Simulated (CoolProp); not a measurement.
A single-stage vapour-compression cycle with R114: evaporating at 308.15 K (dew point), condensing at 372.15 K (bubble point), superheat 10 K, subcooling 5 K, compressor efficiency 0.65, no pressure losses. Each further row changes one setting.

Model: reference Helmholtz-energy equation of state, Platzer 1990, in CoolProp. This equation is an older, rougher fit; its heat capacities, sound speeds and derivatives of the liquid may be far off and weren't checked against measurements.

```csv
case,cooling COP,pressure ratio,discharge temperature (K),refrigerating effect (kJ/kg),volumetric capacity (kJ/m³)
as stated,2.06,4.76,378.8,68.1,1390
evaporating temperature 313.15 K,2.36,4.11,378.9,71.2,1680
condensing temperature 367.15 K,2.37,4.30,374.3,73.9,1510
subcooling 10 K,2.23,4.76,378.8,73.9,1510
superheat 20 K,2.17,4.76,388.7,75.6,1490
compressor efficiency 0.55,1.74,4.76,385.3,68.1,1390
```
